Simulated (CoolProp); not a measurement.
Octamethyltrisiloxane (MDM) at several states: Z from the reference equation and from simpler models built on Tc = 565.4 K, pc = 1.438 MPa, ω = 0.528; each cubic takes its own stable root.

The numbers come from the reference Helmholtz-energy equation of state, Thol 2017 in CoolProp.

```json
[
 {"T (K)": "417.8", "p (MPa)": "0.0315", "phase": "gas", "reference": "0.9765", "Redlich-Kwong": "0.9824", "Peng-Robinson": "0.9774"},
 {"T (K)": "274.4", "p (MPa)": "0.0499", "phase": "liquid", "reference": "(withheld)", "Redlich-Kwong": "(withheld)", "Peng-Robinson": "(withheld)"},
 {"T (K)": "451.1", "p (MPa)": "1.81", "phase": "liquid", "reference": "(withheld)", "Redlich-Kwong": "0.2063", "Peng-Robinson": "(withheld)"},
 {"T (K)": "553.5", "p (MPa)": "0.283", "phase": "gas", "reference": "(withheld)", "Redlich-Kwong": "(withheld)", "Peng-Robinson": "(withheld)"}
]
```

Question: Fill in the missing entries.

Answer: 
- 274.4, reference: 0.006167
- 274.4, Redlich-Kwong: 0.007280
- 274.4, Peng-Robinson: 0.006197
- 451.1, reference: 0.1753
- 451.1, Peng-Robinson: 0.1692
- 553.5, reference: 0.9241
- 553.5, Redlich-Kwong: 0.9250
- 553.5, Peng-Robinson: 0.9159
